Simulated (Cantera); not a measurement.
Nitride etching: Si3N4 + Cl2 + N2

Input: 1 mol Si3N4, 2.4 mol Cl2, 1.9 mol N2, at 825 K and 4.40 Pa.

Cantera equilibrium calculation (NASA polynomials, part measured and part estimated; ideal gas, pure solids and liquids). Candidate condensed phases: Si, Si3N4; 13 gas species. The tables' values for SiCl3 are old estimates; treat these amounts as uncertain. Equilibrium is a limit: real reactors are often held back by kinetics, nucleation or transport.

```json
{
  "x(N2)": "0.692",
  "x(SiCl4)": "0.308",
  "x(SiCl3)": "3.69e-5",
  "n(Si3N4(s))": "0.600 mol",
  "gas_amount": "3.900 mol",
  "log10 activity of Si(s) (absent)": "-6.94"
}
```
